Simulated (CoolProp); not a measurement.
R21 at several states: fugacity coefficient from the reference equation and from simpler models built on Tc = 452.7 K, pc = 52.89 bar, ω = 0.206; each cubic takes its own stable root.

Computed with CoolProp (reference Helmholtz-energy equation of state, Platzer 1990). This equation is an older, rougher fit; its heat capacities, sound speeds and derivatives of the liquid may be far off and weren't checked against measurements.

```tsv
T (K)	p (bar)	phase	reference
373.6	180	liquid	0.09815
228.5	7.04	liquid	0.01034
426.3	1.91	gas	0.9850
273.1	273	liquid	0.005900
241.5	0.307	liquid	0.4977
412.4	4.92	gas	0.9566
```

### Question
How far does each simpler model (van der Waals, Redlich-Kwong) lie from the reference over these 6 states: mean and median of the absolute difference, and the worst?

### Answer
- van der Waals: mean 520.4 %, median 100.4 %, worst +2026.7 % at 228.5 K and 7.04 bar
- Redlich-Kwong: mean 44.9 %, median 48.4 %, worst +90.7 % at 228.5 K and 7.04 bar

At some of these states van der Waals gives the other phase, because its saturation line lies elsewhere.
